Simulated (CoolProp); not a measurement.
Ammonia at 293.15 K and 0.425 MPa flows at 0.051 m/s in a round tube of 50 mm bore and 0.25 µm roughness, fully developed (64/Re and Nu = 3.66 if laminar; Colebrook and Gnielinski if turbulent). Each further row changes one setting.

The numbers come from the reference Helmholtz-energy equation of state, Gao 2020 in CoolProp.

```json
[
 {"case": "as stated", "Reynolds number": "?", "Darcy friction factor": "?", "pressure drop (Pa/m)": "?", "heat-transfer coefficient (W/(m² K))": "1.82", "mass flow (kg/h)": "?"},
 {"case": "velocity 0.102 m/s", "Reynolds number": "1620", "Darcy friction factor": "0.0394", "pressure drop (Pa/m)": "?", "heat-transfer coefficient (W/(m² K))": "1.82", "mass flow (kg/h)": "2.25"},
 {"case": "diameter 100 mm", "Reynolds number": "1620", "Darcy friction factor": "0.0394", "pressure drop (Pa/m)": "?", "heat-transfer coefficient (W/(m² K))": "?", "mass flow (kg/h)": "?"}
]
```

Task: Some entries are withheld; supply them.

Result: 
- as stated, Reynolds number: 812
- as stated, Darcy friction factor: 0.0788
- as stated, pressure drop (Pa/m): 0.00641
- as stated, mass flow (kg/h): 1.13
- velocity 0.102 m/s, pressure drop (Pa/m): 0.0128
- diameter 100 mm, pressure drop (Pa/m): 0.00160
- diameter 100 mm, heat-transfer coefficient (W/(m² K)): 0.911
- diameter 100 mm, mass flow (kg/h): 4.50

Viscosity comes from a separate model (Fenghour 1995). Thermal conductivity comes from a separate model (Tufeu 1984).
